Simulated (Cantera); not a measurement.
# Thermodynamics of halide evaporation, hydrolysis and transport, feed NaCl + N2 + H2

Input: 1 mol NaCl, 0.12 mol N2, 2.4 mol H2, at 1700 K.

Method: chemical equilibrium by Gibbs-energy minimisation in Cantera with the NASA 1993 tables (ideal gas, pure condensed phases). Candidate condensed phases: NH4Cl, Na, NaCl; 17 gas species. The numbers say what is thermodynamically allowed, not how fast it happens.

```
P (Pa)  log p H2  log p NaCl  log p Na  log p HCl  log p H  log p N2  log p Na2Cl2  log p Cl
------  --------  ----------  --------  ---------  -------  --------  ------------  --------
0.100      -6.31       -6.94     -6.87      -6.94    -6.99     -7.53        -14.30     -7.72
0.720      -5.39       -5.92     -6.15      -6.18    -6.53     -6.64        -12.26     -7.42
5.20       -4.50       -4.97     -5.46      -5.47    -6.08     -5.77        -10.36     -7.16
37         -3.63       -4.06     -4.79      -4.80    -5.64     -4.91         -8.54     -6.92
270        -2.75       -3.17     -4.13      -4.13    -5.21     -4.04         -6.75     -6.69
1900       -1.90       -2.30     -3.48      -3.48    -4.78     -3.19         -5.02     -6.47
14000      -1.02       -1.43     -2.83      -2.83    -4.34     -2.32         -3.28     -6.25
100000     -0.16       -0.62     -2.21      -2.20    -3.91     -1.46         -1.66     -6.07
```
log p: log10 of the partial pressure in bar; nothing condenses.

From 0.000750 Torr to 750 Torr nothing is condensed. The main Na-bearing gas is Na at 0.000750 Torr and NaCl at 750 Torr.
